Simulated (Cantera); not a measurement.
Charge: 1 mol SiCl₄, a varied amount of NH₃, at 53.0 mbar.

These are equilibrium values from Cantera (NASA tables, ideal gas, pure condensed phases), not measurements of a reactor. Candidate condensed phases: NH₄Cl, Si, Si₃N₄; 28 gas species. The tables' values for SiCl₃ are old estimates. Rates play no part.

Stable condensed phases, one row left out:

```
T in °C \ n(NH₃) in mol
         0.58 0.69 0.82 0.98  1.2  1.4  1.7    2  2.4  2.8  3.4    4  4.8
   1627     A    A    A    A    A    A    A    A    A    A    A    A    A
   1602     A    A    A    A    A    A    A    A    A    A    A    A    A
   1577     A    A    A    A    A    A    A    A    A    A    A    A    A
   1552     A    A    A    A    A    A    A    A    A    A    A    A    A
   1527     A    A    A    A    A    A    A    A    A    A    A    A    A
   1502     A    A    A    A    A    A    A    A    A    A    A    A    A
   1477     A    A    A    A    A    A    A    A    A    A    A    A    A
   1452     A    A    A    A    A    A    A    A    A    A    A    A    B
   1427     A    A    A    A    A    A    A    A    A    A    B    B    B
   1377     A    A    A    A    A    A    A    A    B    B    B    B    B
   1352     A    A    A    A    A    A    A    B    B    B    B    B    B
   1327     A    A    A    A    A    A    B    B    B    B    B    B    B
   1302     A    A    A    A    A    B    B    B    B    B    B    B    B
```

A: gas only; B: Si₃N₄.

Task: Give the row for 1402 °C.

Result: 0.58: gas only; 0.69: gas only; 0.82: gas only; 0.98: gas only; 1.2: gas only; 1.4: gas only; 1.7: gas only; 2: gas only; 2.4: gas only; 2.8: Si₃N₄; 3.4: Si₃N₄; 4: Si₃N₄; 4.8: Si₃N₄.
